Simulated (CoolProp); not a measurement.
CH3F (R41) at several states: Z from the reference equation and from simpler models built on Tc = 44.1 °C, pc = 59.06 bar, ω = 0.200; each cubic takes its own stable root.

Values from CoolProp's reference Helmholtz-energy equation of state, Lemmon 2006. It is a short technical equation, of lower accuracy than the large ones.

| T (°C) | p (bar) | phase | reference |
|---|---|---|---|
| 33.45 | 0.994 | gas | 0.9925 |
| 148.85 | 0.94 | gas | 0.9976 |
| -96.25 | 0.754 | liquid | 0.001902 |
| 95.95 | 62.2 | supercritical | 0.7306 |
| 123.95 | 24.6 | gas | 0.9218 |

### Question
How far does each simpler model (van der Waals, Soave-Redlich-Kwong) lie from the reference over these 5 states: mean and median of the absolute difference, and the worst?

### Answer
- van der Waals: mean 10340.9 %, median 0.4 %, worst +51703.4 % at -96.25 °C and 0.754 bar
- Soave-Redlich-Kwong: mean 6.6 %, median 1.4 %, worst +26.2 % at -96.25 °C and 0.754 bar

At some of these states van der Waals gives the other phase, because its saturation line lies elsewhere.
